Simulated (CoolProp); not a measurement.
CF4 (R14) at 298.15 K and 1.23 MPa is throttled through a valve to 0.747 MPa with no heat exchange. Each further row changes one setting.

Values from CoolProp's reference Helmholtz-energy equation of state, Platzer 1990. This equation is an older, rougher fit.

```json
[
 {"case": "as stated", "temperature change (K)": "___", "final density (kg/m³)": "___"},
 {"case": "outlet pressure 0.224 MPa", "temperature change (K)": "___", "final density (kg/m³)": "8.18"},
 {"case": "outlet pressure 0.971 MPa", "temperature change (K)": "___", "final density (kg/m³)": "___"}
]
```

Problem. Fill in the missing entries.

Solution. 
- as stated, temperature change (K): -2.7
- as stated, final density (kg/m³): 27.5
- outlet pressure 0.224 MPa, temperature change (K): -5.7
- outlet pressure 0.971 MPa, temperature change (K): -1.4
- outlet pressure 0.971 MPa, final density (kg/m³): 35.9
